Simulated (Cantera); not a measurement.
A closed system holds: 1 mol Cr, 0.94 mol N2O, 6.8 mol H2, 1 mol O2, at 2075 K and 860000 Pa.

Cantera equilibrium calculation (NASA polynomials, part measured and part estimated; ideal gas, pure solids and liquids). Candidate condensed phases: Cr, CrN, Cr2N, Cr2O3, H2O; 29 gas species. Equilibrium is a limit: real reactors are often held back by kinetics, nucleation or transport.

Base state: H2 0.692, H2O 0.186, N2 0.121, H 0.000755, NH3 3.07e-5, OH 2.32e-5 (mole fractions); condensed: Cr2O3(s).

Question: What changes in the equilibrium state with this change: pressure from 860000 Pa to 1.40 Pa?

Answer: 
```tsv
species	before	after
H	0.000755	0.358
H2	0.692	0.253
H2O	0.186	0.158
Cr	5.85e-6	0.0570
O	1.82e-8	0.0258
CrO	1.15e-6	0.0260
OH	2.32e-5	0.0255
N2	0.121	0.0831
O2	2.09e-9	0.00687
CrO2	1.09e-7	0.00569
NH3	3.07e-5	<1e-9
Cr2O3(s), mol	0.500	0
```
